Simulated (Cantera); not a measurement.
A Cantera script and what it prints.

```python
import numpy as np
import cantera as ct

gas_names = """
    Hg N NO NO2 NO3 N2 N2O O O2 O3
""".split()
cond_names = """
    Hg(cr) Hg(L) HgO(s)
""".split()


# ... load() reads the species with a 1 bar reference pressure and builds the phases ...
atoms = {
    'HgO': {'Hg': 1, 'O': 1},
    'O2': {'O': 2},
    'N2': {'N': 2},
}
top_T = {}  # K; cautious upper limits of use, not melting points


# ... equilibrate(T, P, feed) seeds the gas with the atoms and calls Mixture.equilibrate('TP', solver="vcs", rtol=1e-11, max_steps=5000) ...
results = []
feed = {'HgO': 1, 'O2': 0.024, 'N2': 7.5}  # mol
P = 10000  # Pa
for T in [525, 625, 725, 825, 925, 1025, 1125, 1225]:
    mix = equilibrate(T, P, feed)
    results.append((T, P, feed, dict(zip(mix.species_names, mix.species_moles))))

top = {s: max(r[3][s] / sum(r[3][g] for g in gas_names) for r in results) for s in gas_names}
cols = sorted((s for s in top if top[s] > 0.001), key=lambda s: -top[s])[:8]
seen = [c for c in cond_names if any(r[3].get(c, 0) > 1e-12 for r in results)]
print("log10 of partial pressures in bar; condensed amounts in mol")
print(f"{'T/K':>10s}" + "".join(f"{s[:9]:>10s}" for s in cols + seen))
for T, P, feed, n in results:
    ng = sum(n[g] for g in gas_names)
    print(f"{T:10.4g}" + "".join(f"{np.log10(max(n[s] / ng * P / 1e5, 1e-99)):10.3f}" for s in cols)
          + "".join(f"{n.get(c, 0):10.4g}" for c in seen))
```

Result:

```
log10 of partial pressures in bar; condensed amounts in mol
       T/K        N2        Hg        O2    HgO(s)
       525    -1.010    -2.884    -3.015    0.8997
       625    -1.080    -1.955    -2.236         0
       725    -1.080    -1.955    -2.236         0
       825    -1.080    -1.955    -2.236         0
       925    -1.080    -1.955    -2.236         0
      1025    -1.080    -1.955    -2.236         0
      1125    -1.080    -1.955    -2.236         0
      1225    -1.080    -1.955    -2.237         0
```

Cantera equilibrium calculation (NASA polynomials, part measured and part estimated; ideal gas, pure solids and liquids).
